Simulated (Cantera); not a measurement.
A closed system holds: 1 mol Al2O3, 280 mol H2, 0.46 mol N2, at 1598.15 K and 1.88 Torr.

Equilibrium computed with Cantera from the NASA thermochemical tables; the gas is ideal and each condensed phase is pure. Candidate condensed phases: Al, AlN, Al2O3, H2O; 35 gas species. Equilibrium is a limit: real reactors are often held back by kinetics, nucleation or transport.

Base state: H2 0.997, N2 0.00164, H 0.00106 (mole fractions); condensed: Al2O3(s).

Task: What changes in the equilibrium state with this change: pressure from 1.88 Torr to 15.8 Torr?

Result: 
```
species         before     after
-------------  -------  --------
H2               0.997     0.998
N2             0.00164   0.00164
H              0.00106  0.000368
Al2O3(s), mol    0.999     1.000
```

Task: What changes in the equilibrium state with this change: 0.46 mol O2 added?

Result: 
```tsv
species	before	after
H2	0.997	0.994
H2O	8.84e-6	0.00328
N2	0.00164	0.00164
H	0.00106	0.00106
Al2O3(s), mol	0.999	1.000
```
